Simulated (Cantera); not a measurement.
Input (Python, Cantera):

```python
import numpy as np
import cantera as ct

surf = ct.Interface("diamond.yaml", "diamond_100")
gas, bulk = surf.adjacent["gas"], surf.adjacent["diamond"]
k = surf.kinetics_species_index(bulk.species_names[0])
cover = ["c6HH", "c6H*", "c6*H", "c6**", "c6HM", "c6B"]

rows, drift = [], 0.0
print(f"{'xCH3':>10s}{'um/h':>11s}" + "".join(f"{s:>11s}" for s in cover))
for v in [1e-06, 2.3e-06, 5.3e-06, 1.2e-05, 2.8e-05, 6.4e-05, 0.00015, 0.00034, 0.00077]:
    T, P, xH, xCH3 = 1050, 5700, 0.00047, v
    gas.TPX = T, P, {"H": xH, "CH3": xCH3, "CH4": 0.023, "H2": 1 - xH - xCH3 - 0.023}
    surf.TP = bulk.TP = T, P
    surf.coverages = "c6H*:0.1, c6HH:0.9"
    surf.advance_coverages(100.0)
    before = surf.coverages
    surf.advance_coverages(100.0)
    drift = max(drift, np.max(np.abs(surf.coverages - before) / (surf.coverages + 1e-9)))
    rate = surf.net_production_rates[k] * bulk.mean_molecular_weight / bulk.density * 3.6e9
    rows.append([rate, *surf[cover].coverages])
    print(f"{v:10.4g}{rate:11.4e}" + "".join(f"{x:11.3e}" for x in rows[-1][1:]))
```

Output:

```
      xCH3       um/h       c6HH       c6H*       c6*H       c6**       c6HM        c6B
     1e-06 1.6204e-02  5.663e-01  2.235e-02  4.000e-01  1.078e-02  3.999e-04  4.397e-11
   2.3e-06 3.7234e-02  5.659e-01  2.233e-02  3.997e-01  1.076e-02  9.190e-04  1.010e-10
   5.3e-06 8.5609e-02  5.649e-01  2.229e-02  3.990e-01  1.073e-02  2.113e-03  2.323e-10
   1.2e-05 1.9288e-01  5.628e-01  2.220e-02  3.974e-01  1.066e-02  4.761e-03  5.234e-10
   2.8e-05 4.4480e-01  5.578e-01  2.199e-02  3.937e-01  1.049e-02  1.098e-02  1.207e-09
   6.4e-05 9.9081e-01  5.470e-01  2.154e-02  3.857e-01  1.012e-02  2.448e-02  2.689e-09
   0.00015 2.1897e+00  5.233e-01  2.055e-02  3.680e-01  9.323e-03  5.417e-02  5.942e-09
   0.00034 4.4128e+00  4.792e-01  1.871e-02  3.350e-01  7.889e-03  1.095e-01  1.197e-08
   0.00077 8.0214e+00  4.070e-01  1.571e-02  2.811e-01  5.708e-03  2.001e-01  2.177e-08
```

Cantera simulation using the Harris–Goodwin 1993 mechanism for the reconstructed diamond (100) surface; the numbers are that mechanism's predictions, not measurements.
